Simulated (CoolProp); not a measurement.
C2F6 (R116) along the isotherm 26.35 °C: fugacity coefficient from the reference equation and from simpler models built on Tc = 19.9 °C, pc = 30.48 bar, ω = 0.257; each cubic takes its own stable root.

Model: reference Helmholtz-energy equation of state, Lemmon 2006, in CoolProp. It is a short technical equation, of lower accuracy than the large ones.

```json
[
 {"p (bar)": "21.8", "phase": "gas", "reference": "0.7833"},
 {"p (bar)": "43.5", "phase": "supercritical", "reference": "0.5505"},
 {"p (bar)": "65.3", "phase": "supercritical", "reference": "0.4141"},
 {"p (bar)": "87.1", "phase": "supercritical", "reference": "0.3468"},
 {"p (bar)": "109", "phase": "supercritical", "reference": "0.3081"},
 {"p (bar)": "131", "phase": "supercritical", "reference": "0.2840"},
 {"p (bar)": "152", "phase": "supercritical", "reference": "0.2693"},
 {"p (bar)": "174", "phase": "supercritical", "reference": "0.2593"},
 {"p (bar)": "196", "phase": "supercritical", "reference": "0.2533"},
 {"p (bar)": "218", "phase": "supercritical", "reference": "0.2502"},
 {"p (bar)": "239", "phase": "supercritical", "reference": "0.2494"},
 {"p (bar)": "261", "phase": "supercritical", "reference": "0.2502"},
 {"p (bar)": "283", "phase": "supercritical", "reference": "0.2526"},
 {"p (bar)": "305", "phase": "supercritical", "reference": "0.2563"}
]
```

How far does each simpler model (van der Waals, Redlich-Kwong, Peng-Robinson) lie from the reference over these 14 states: mean and median of the absolute difference, and the worst?


- van der Waals: mean 25.7 %, median 25.5 %, worst +51.1 % at 26.35 °C and 305 bar
- Redlich-Kwong: mean 3.5 %, median 4.1 %, worst +5.1 % at 26.35 °C and 305 bar
- Peng-Robinson: mean 5.1 %, median 4.5 %, worst -9.2 % at 26.35 °C and 305 bar
